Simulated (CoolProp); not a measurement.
Vapour-liquid equilibrium of ethylene (1) + propane (2) at 221.1 K; x and y are mole fractions of (1).

Model: multi-fluid Helmholtz-energy mixture model, Smukala 2000 and Lemmon 2009; pair parameters Bell 2016, in CoolProp.

| x | bubble pressure, mixture model (MPa) | bubble pressure, Raoult's law (MPa) | y, mixture model | y, Raoult's law |
|---|---|---|---|---|
| 0.05 | 0.1124 | 0.1104 | 0.449 | 0.450 |
| 0.125 | 0.1854 | 0.1800 | 0.684 | 0.689 |
| 0.2 | 0.2578 | 0.2496 | 0.786 | 0.795 |
| 0.275 | 0.3291 | 0.3193 | 0.843 | 0.855 |
| 0.35 | 0.3989 | 0.3889 | 0.880 | 0.893 |
| 0.425 | 0.4670 | 0.4586 | 0.906 | 0.920 |
| 0.5 | 0.5336 | 0.5282 | 0.925 | 0.939 |
| 0.575 | 0.5992 | 0.5978 | 0.941 | 0.955 |
| 0.65 | 0.6643 | 0.6675 | 0.954 | 0.966 |
| 0.725 | 0.7299 | 0.7371 | 0.965 | 0.976 |
| 0.8 | 0.7968 | 0.8068 | 0.975 | 0.984 |
| 0.875 | 0.8664 | 0.8764 | 0.984 | 0.991 |
| 0.95 | 0.9402 | 0.9461 | 0.994 | 0.997 |

The largest gap from Raoult's law is +3.3 % in bubble pressure, at x = 0.2. No azeotrope shows between x = 0.05 and 0.95.

The pair parameters rest on a limited set of measurements; away from them the model extrapolates. The gap from Raoult's law changes sign with composition, which may be real or a fault of the pair parameters; it wasn't checked against measurements.
